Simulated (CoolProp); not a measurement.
Methanol at 496.64 K and 4.42 MPa flows at 0.1 m/s in a round tube of 1 mm bore and 1.5 µm roughness, fully developed (64/Re and Nu = 3.66 if laminar; Colebrook and Gnielinski if turbulent). Each further row changes one setting.

Model: reference Helmholtz-energy equation of state, de Reuck 1993, in CoolProp.

```
case              Reynolds number  Darcy friction factor  pressure drop (Pa/m)  heat-transfer coefficient (W/(m² K))  mass flow (kg/h)
----------------  ---------------  ---------------------  --------------------  ------------------------------------  ----------------
as stated                     300                  0.213                  50.9                                   186            0.0135
velocity 0.2 m/s              600                  0.107                   102                                   186            0.0270
diameter 2 mm                 600                  0.107                  12.7                                  92.8            0.0540
```

Viscosity comes from a separate model (Xiang 2006). Thermal conductivity comes from a separate model (Sykioti 2013).
